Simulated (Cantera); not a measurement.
A perfectly stirred reactor is fed with CH₄ : C₂H₆ : C₃H₈ : O₂ : N₂ = 1 : 0.042 : 0.49 : 3.54 : 11 (molar parts), at 1000000 Pa; it is adiabatic with a 375 K inlet, and is followed from long to short residence time, starting on the burning branch (τ in s: 0.051, 0.025, 0.013, 0.0063, 0.0032, 0.0016, 0.00079, 0.0004, 0.0002, 9.9e-05).

Detailed kinetics in Cantera: GRI-Mech 3.0 (53 species, 325 reactions). GRI-Mech 3.0 was tuned for natural gas; its chemistry of propane as a main component is partial and can be far from experiment.

x: mole fraction; the columns are a selection and need not sum to one.

```csv
τ (s),T (K),x CH₄,x C₂H₆,x C₃H₈,x O,x C₂H,x C₂H₂
0.051,2331,1.53e-5,4.81e-9,[?],9.00e-6,9.39e-9,9.50e-6
0.025,2330,2.66e-5,9.76e-9,[?],1.05e-5,1.81e-8,1.71e-5
0.013,2329,4.21e-5,1.86e-8,[?],1.28e-5,3.25e-8,2.79e-5
0.0063,2326,6.63e-5,3.79e-8,[?],1.68e-5,6.05e-8,4.59e-5
0.0032,2323,9.71e-5,7.31e-8,[?],2.26e-5,1.06e-7,7.01e-5
0.0016,2318,0.000139,1.43e-7,[?],3.17e-5,1.83e-7,0.000104
0.00079,2311,0.000198,2.81e-7,[?],4.57e-5,3.12e-7,0.000153
0.00040,2301,0.000282,5.44e-7,[?],6.52e-5,5.17e-7,0.000219
0.00020,2287,0.000419,1.10e-6,[?],9.19e-5,8.56e-7,0.000324
9.9e-5,2265,0.000670,2.41e-6,[?],0.000125,1.42e-6,0.000506
```

Some entries are withheld; supply them.


- 0.051, x C₃H₈: 4.39e-8
- 0.025, x C₃H₈: 8.69e-8
- 0.013, x C₃H₈: 1.61e-7
- 0.0063, x C₃H₈: 3.13e-7
- 0.0032, x C₃H₈: 5.76e-7
- 0.0016, x C₃H₈: 1.06e-6
- 0.00079, x C₃H₈: 1.96e-6
- 0.00040, x C₃H₈: 3.54e-6
- 0.00020, x C₃H₈: 6.56e-6
- 9.9e-5, x C₃H₈: 1.27e-5
